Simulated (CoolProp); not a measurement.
Vapour-liquid equilibrium of n-hexane (1) + ethylbenzene (2) at 0.109 MPa; x and y are mole fractions of (1).

Computed with CoolProp (multi-fluid Helmholtz-energy mixture model, Thol 2019 and Zhou 2012; pair parameters Bell 2016).

Give the bubble temperature and the first vapour's composition at x = 0.05, 0.65, 0.725. Is there an azeotrope?

x = 0.05: 128.9 °C, y = 0.266; x = 0.65: 82.1 °C, y = 0.927; x = 0.725: 79.5 °C, y = 0.946. No azeotrope shows between x = 0.05 and 0.95.

The pair parameters rest on a limited set of measurements; away from them the model extrapolates.
